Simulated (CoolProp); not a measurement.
R114 along the isotherm 477.8 K: Z from the reference equation and from simpler models built on Tc = 420.6 K, pc = 33.52 bar, ω = 0.252; each cubic takes its own stable root.

Values from CoolProp's reference Helmholtz-energy equation of state, Platzer 1990. This equation is an older, rougher fit; its heat capacities, sound speeds and derivatives of the liquid may be far off and weren't checked against measurements.

| p (bar) | phase | reference |
|---|---|---|
| 3.14 | gas | 0.9793 |
| 6.29 | gas | 0.9579 |
| 9.43 | gas | 0.9360 |
| 12.6 | gas | 0.9134 |
| 15.7 | gas | 0.8905 |
| 18.9 | gas | 0.8663 |
| 22 | gas | 0.8422 |
| 25.1 | gas | 0.8174 |
| 28.3 | gas | 0.7911 |
| 31.4 | gas | 0.7649 |
| 34.6 | supercritical | 0.7373 |
| 37.7 | supercritical | 0.7099 |
| 40.9 | supercritical | 0.6812 |
| 44 | supercritical | 0.6531 |
| 47.1 | supercritical | 0.6252 |
| 50.3 | supercritical | 0.5970 |

Task: How far does each simpler model (van der Waals, Redlich-Kwong, Soave-Redlich-Kwong, Peng-Robinson) lie from the reference over these 16 states: mean and median of the absolute difference, and the worst?

Result: 
- van der Waals: mean 2.9 %, median 1.0 %, worst -12.3 % at 477.8 K and 50.3 bar
- Redlich-Kwong: mean 1.8 %, median 1.4 %, worst -4.6 % at 477.8 K and 50.3 bar
- Soave-Redlich-Kwong: mean 1.5 %, median 1.0 %, worst +5.1 % at 477.8 K and 50.3 bar
- Peng-Robinson: mean 1.4 %, median 1.5 %, worst -2.0 % at 477.8 K and 31.4 bar
